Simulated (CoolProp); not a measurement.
Vapour-liquid equilibrium of n-perfluorobutane (1) + R365MFC (2) at -22.55 °C; x and y are mole fractions of (1).

Computed with CoolProp (multi-fluid Helmholtz-energy mixture model, Gao 2022 and Lemmon 2016; pair parameters Bell 2016).

```
x     bubble pressure (MPa)  y at the bubble point  dew pressure at overall composition x (MPa)  liquid density (mol/L)
----  ---------------------  ---------------------  -------------------------------------------  ----------------------
0.05                0.01727                  0.705                                     0.005555                     [?]
0.15                    [?]                  0.837                                     0.006199                   8.734
0.25                0.03406                    [?]                                     0.007010                   8.476
0.35                0.03552                  0.872                                          [?]                     [?]
0.45                0.03598                    [?]                                     0.009492                   8.001
0.55                0.03633                  0.878                                      0.01153                   7.786
0.65                0.03691                  0.884                                      0.01468                   7.585
0.75                    [?]                  0.897                                      0.02014                   7.401
0.85                0.03904                  0.921                                      0.03156                   7.231
0.95                0.04031                  0.966                                          [?]                   7.078
```

Problem. Complete the blanks.

Solution. 
- 0.05, liquid density (mol/L): 9.005
- 0.15, bubble pressure (MPa): 0.02955
- 0.25, y at the bubble point: 0.864
- 0.35, dew pressure at overall composition x (MPa): 0.008065
- 0.35, liquid density (mol/L): 8.232
- 0.45, y at the bubble point: 0.875
- 0.75, bubble pressure (MPa): 0.03783
- 0.95, dew pressure at overall composition x (MPa): 0.03995

No azeotrope shows between x = 0.05 and 0.95.

Pair parameters are fitted to limited data, so mixtures are less certain than the pure fluids. With so large a gap from Raoult's law the liquid may split in two, which this calculation doesn't test in full.
